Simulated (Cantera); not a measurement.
An adiabatic, constant-pressure homogeneous reactor starts with CH4 : O2 : N2 = 1 : 1.33 : 5.01 (molar parts), at 1475 K and 101000 Pa. Integrator tolerance rtol = 1e-08.

Model: GRI-Mech 3.0 (53 species, 325 reactions), integrated in Cantera.

Q: What does this change do: constant volume in place of constant pressure?

A: 
```
quantity                                                              before                                    after
---------------------------------  -----------------------------------------  ---------------------------------------
time of steepest temperature rise                                    1.82 ms                                  1.69 ms
temperature at 0.200 s                                                2694 K                                   2904 K
equilibrium temperature                                               2694 K                                   2904 K
x(CH4) at 0.200 s                      <1e-12 (gas-phase equilibrium <1e-12)  <1e-12 (gas-phase equilibrium 1.13e-12)
x(O2) at 0.200 s                   0.000967 (gas-phase equilibrium 0.000967)  0.00195 (gas-phase equilibrium 0.00195)
x(CH2CO) at 0.200 s                    <1e-12 (gas-phase equilibrium <1e-12)    <1e-12 (gas-phase equilibrium <1e-12)
x(H) at 0.200 s                        0.0151 (gas-phase equilibrium 0.0151)    0.0214 (gas-phase equilibrium 0.0214)
x(C2H6) at 0.200 s                     <1e-12 (gas-phase equilibrium <1e-12)    <1e-12 (gas-phase equilibrium <1e-12)
```
